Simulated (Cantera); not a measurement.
A closed system holds: 1 mol CH3F, a varied amount of Si, 0.82 mol H2, equilibrated at 1198.15 K and 10000 Pa.

Method: chemical equilibrium by Gibbs-energy minimisation in Cantera with the NASA 1993 tables (ideal gas, pure condensed phases). Candidate condensed phases: C, C6H6, C7H8, C8H18, Si, SiC; 113 gas species. Mutual solubility and eutectic melting of coexisting phases are not modelled. Rates play no part.

Question: Which condensed phases are stable at each of these points (n(Si) (mol)): 0.22, 0.37, 0.53, 0.68, 0.83, 0.99, 1.1, 1.3?

Answer: 
```csv
n(Si) (mol),condensed phases,Si condensed (%)
0.22,C(graphite),0.0
0.37,C(graphite) + SiC(s),32.2
0.53,C(graphite) + SiC(s),52.7
0.68,C(graphite) + SiC(s),63.1
0.83,C(graphite) + SiC(s),69.8
0.99,C(graphite) + SiC(s),74.7
1.1,C(graphite) + SiC(s),77.2
1.3,Si(s) + SiC(s),80.1
```

At 0.22 mol Si the condensed part is C(graphite). From 0.37 mol Si to 1.1 mol Si the condensed part is C(graphite) + SiC(s). At 1.3 mol Si the condensed part is Si(s) + SiC(s).
